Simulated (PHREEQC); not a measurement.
Consider water at 25 °C with 0.5 mmol/kgw CuSO4, 0.048 mmol/kgw HBF4 and 2.4 mmol/kgw KCl. Closed to the air; pH follows from the charge balance.

Model: ion-association model, phreeqc.dat, run in PHREEQC.

No solid was allowed to form.

### Question
Estimate the pH.

### Answer
pH 3.84.

### Question
In which forms is S present?

### Answer
SO4-2 93 %, CuSO4 5.1 %, KSO4- 1.2 %, HSO4- 1.1 % of the S.

Species that the database lacks are ignored. Real BF4- forms and hydrolyses slowly; the run takes it at equilibrium.
